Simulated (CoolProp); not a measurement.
Vapour pressure (MPa) of carbon monoxide: the reference equation beside estimates from Tc = -140.3 °C, pc = 3.498 MPa, ω = 0.050.

Values from CoolProp's reference Helmholtz-energy equation of state, Lemmon 2006. It is a short technical equation, of lower accuracy than the large ones.

| T (°C) | reference | Lee-Kesler | Redlich-Kwong | Soave-Redlich-Kwong | Peng-Robinson |
|---|---|---|---|---|---|
| -195.85 | 0.05998 | 0.06002 | 0.05146 | 0.05958 | 0.06162 |
| -192.75 | 0.08780 | 0.08783 | 0.07831 | 0.08730 | 0.08955 |
| -189.75 | 0.1233 | 0.1233 | 0.1134 | 0.1227 | 0.1250 |
| -186.65 | 0.1704 | 0.1705 | 0.1608 | 0.1699 | 0.1721 |
| -183.55 | 0.2298 | 0.2301 | 0.2215 | 0.2296 | 0.2314 |
| -180.45 | 0.3036 | 0.3040 | 0.2976 | 0.3038 | 0.3049 |
| -177.35 | 0.3934 | 0.3940 | 0.3909 | 0.3945 | 0.3946 |
| -174.35 | 0.4976 | 0.4981 | 0.4995 | 0.4998 | 0.4986 |
| -171.25 | 0.6249 | 0.6253 | 0.6325 | 0.6288 | 0.6259 |
| -168.15 | 0.7742 | 0.7743 | 0.7884 | 0.7803 | 0.7754 |

Absolute difference from the reference over all 10 rows, mean and median: Lee-Kesler 0.1 and 0.1 %, Redlich-Kwong 4.8 and 2.8 %, Soave-Redlich-Kwong 0.4 and 0.5 %, Peng-Robinson 0.9 and 0.6 %.
